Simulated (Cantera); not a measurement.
## Reactions in the system H-N-O-Zr

Standard-state values (1 bar) from the NASA 1993 polynomials, evaluated with Cantera. Values are per mole of reaction as written; species without (g) are pure solids or liquids, kept so even where they would boil at 1 bar. ZrN: taken at fixed stoichiometry.

ZrN + H₂O₂(g) ⇌ N(g) + H₂(g) + ZrO₂(g)

```json
[
 {"T (K)": "773", "ΔH° (kJ)": "689.9", "ΔS° (J/K)": "289.2", "ΔG° (kJ)": "466.3", "log10 K": "-31.51"},
 {"T (K)": "973", "ΔH° (kJ)": "688.8", "ΔS° (J/K)": "288.0", "ΔG° (kJ)": "408.6", "log10 K": "-21.93"},
 {"T (K)": "1173", "ΔH° (kJ)": "687.0", "ΔS° (J/K)": "286.3", "ΔG° (kJ)": "351.2", "log10 K": "-15.64"},
 {"T (K)": "1373", "ΔH° (kJ)": "684.5", "ΔS° (J/K)": "284.4", "ΔG° (kJ)": "294.1", "log10 K": "-11.19"},
 {"T (K)": "1573", "ΔH° (kJ)": "681.5", "ΔS° (J/K)": "282.3", "ΔG° (kJ)": "237.4", "log10 K": "-7.88"},
 {"T (K)": "1773", "ΔH° (kJ)": "677.9", "ΔS° (J/K)": "280.2", "ΔG° (kJ)": "181.2", "log10 K": "-5.34"},
 {"T (K)": "1973", "ΔH° (kJ)": "673.9", "ΔS° (J/K)": "278.0", "ΔG° (kJ)": "125.4", "log10 K": "-3.32"},
 {"T (K)": "2173", "ΔH° (kJ)": "669.4", "ΔS° (J/K)": "275.9", "ΔG° (kJ)": "70.0", "log10 K": "-1.68"}
]
```

3 H₂O₂(g) + 2 ZrN ⇌ 2 O(g) + 2 ZrO₂ + 2 NH₃(g)

| T (K) | ΔH° (kJ) | ΔS° (J/K) | ΔG° (kJ) | log10 K | condensed phases |
|---|---|---|---|---|---|
| 773 | -641.1 | 43.5 | -674.7 | 45.59 | ZrN(s), ZrO₂(monoclinic) |
| 973 | -638.3 | 46.7 | -683.8 | 36.71 | ZrN(s), ZrO₂(monoclinic) |
| 1173 | -635.8 | 49.1 | -693.4 | 30.87 | ZrN(s), ZrO₂(monoclinic) |
| 1373 | -633.2 | 51.1 | -703.4 | 26.76 | ZrN(s), ZrO₂(monoclinic) |
| 1573 | -620.0 | 60.1 | -714.5 | 23.73 | ZrN(s), ZrO₂(tetragonal) |
| 1773 | -620.4 | 59.9 | -726.5 | 21.40 | ZrN(s), ZrO₂(tetragonal) |
| 1973 | -621.5 | 59.3 | -738.4 | 19.55 | ZrN(s), ZrO₂(tetragonal) |
| 2173 | -623.3 | 58.4 | -750.2 | 18.03 | ZrN(s), ZrO₂(tetragonal) |
